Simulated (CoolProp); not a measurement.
R227EA along the isobar 0.104 MPa: fugacity coefficient from the reference equation and from simpler models built on Tc = 101.8 °C, pc = 2.925 MPa, ω = 0.358; each cubic takes its own stable root.

The numbers come from the reference Helmholtz-energy equation of state, Lemmon 2016 in CoolProp.

| T (°C) | phase | reference |
|---|---|---|
| -30.25 | liquid | 0.4983 |
| -23.35 | liquid | 0.6865 |
| -16.45 | liquid | 0.9248 |
| -9.55 | gas | 0.9567 |
| -2.75 | gas | 0.9606 |
| 4.15 | gas | 0.9642 |
| 11.05 | gas | 0.9673 |
| 17.85 | gas | 0.9700 |
| 24.75 | gas | 0.9725 |
| 31.65 | gas | 0.9746 |
| 38.45 | gas | 0.9766 |
| 45.35 | gas | 0.9783 |
| 52.25 | gas | 0.9799 |
| 59.15 | gas | 0.9814 |
| 65.95 | gas | 0.9826 |
| 72.85 | gas | 0.9838 |

Problem. How far does each simpler model (Redlich-Kwong, Peng-Robinson) lie from the reference over these 16 states: mean and median of the absolute difference, and the worst?

Solution. 
- Redlich-Kwong: mean 9.0 %, median 0.5 %, worst +92.6 % at -30.25 °C and 0.104 MPa
- Peng-Robinson: mean 0.3 %, median 0.1 %, worst +1.2 % at -30.25 °C and 0.104 MPa

At some of these states Redlich-Kwong gives the other phase, because its saturation line lies elsewhere.
